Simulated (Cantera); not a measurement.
Charge: 1 mol H₂O, 0.16 mol H₂, held at 19500 Torr.

Cantera equilibrium calculation (NASA polynomials, part measured and part estimated; ideal gas, pure solids and liquids). Candidate condensed phases: H₂O; 22 gas species. Ions and electrons are included (thermal ionisation). Equilibrium is a limit: real reactors are often held back by kinetics, nucleation or transport.

At 2250 K, list the 4 most abundant gas species with their mole fractions, and the condensed phases.

H₂O 0.861, H₂ 0.138, H 0.000541, OH 0.000507. Condensed: gas only.
